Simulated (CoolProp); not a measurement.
Vapour-liquid equilibrium of CHF3 (R23) (1) + R227EA (2) at -78.55 °C; x and y are mole fractions of (1).

The numbers come from the multi-fluid Helmholtz-energy mixture model, Penoncello 2003 and Lemmon 2016; pair parameters Bell 2016 in CoolProp.

| x | bubble pressure (MPa) | y at the bubble point | dew pressure at overall composition x (MPa) | liquid density (mol/L) |
|---|---|---|---|---|
| 0.05 | 0.009597 | 0.767 | 0.002458 | 10.53 |
| 0.2 | 0.03290 | (withheld) | 0.002911 | 11.48 |
| 0.35 | (withheld) | 0.970 | (withheld) | 12.58 |
| 0.5 | 0.07274 | 0.982 | 0.004611 | 13.86 |
| 0.65 | (withheld) | 0.988 | 0.006512 | 15.39 |
| 0.8 | (withheld) | 0.993 | 0.01108 | (withheld) |
| 0.95 | (withheld) | (withheld) | 0.03722 | 19.56 |

Problem. Some entries are withheld; supply them.

Solution. 
- 0.2, y at the bubble point: 0.942
- 0.35, bubble pressure (MPa): 0.05467
- 0.35, dew pressure at overall composition x (MPa): 0.003569
- 0.65, bubble pressure (MPa): 0.08773
- 0.8, bubble pressure (MPa): 0.1018
- 0.8, liquid density (mol/L): 17.25
- 0.95, bubble pressure (MPa): 0.1173
- 0.95, y at the bubble point: 0.998

No azeotrope shows between x = 0.05 and 0.95.

The pair parameters rest on a limited set of measurements; away from them the model extrapolates.
